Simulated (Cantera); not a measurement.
Feed: 1 mol Al, a varied amount of CO, 1.3 mol N2, equilibrated at 1825 K and 0.000580 bar.

Equilibrium computed with Cantera from the NASA thermochemical tables; the gas is ideal and each condensed phase is pure. Candidate condensed phases: Al, AlN, Al2O3, C; 32 gas species. Rates play no part.

What share of the Al ends up in condensed phases as a function of n(CO) (mol), at 1.1, 1.4, 1.8, 2.4, 3.2, 4.1, 5.4, 7.1, 9.4, 12, 16, 21, 28?


| n(CO) (mol) | Al condensed (%) | as |
|---|---|---|
| 1.1 | 87.3 | AlN(s) |
| 1.4 | 84.2 | AlN(s) |
| 1.8 | 79.6 | AlN(s) |
| 2.4 | 72.1 | AlN(s) |
| 3.2 | 61.3 | AlN(s) |
| 4.1 | 48.1 | AlN(s) |
| 5.4 | 27.8 | AlN(s) |
| 7.1 | 0.0 | - |
| 9.4 | 0.0 | - |
| 12 | 0.0 | - |
| 16 | 0.0 | - |
| 21 | 0.0 | - |
| 28 | 0.0 | - |
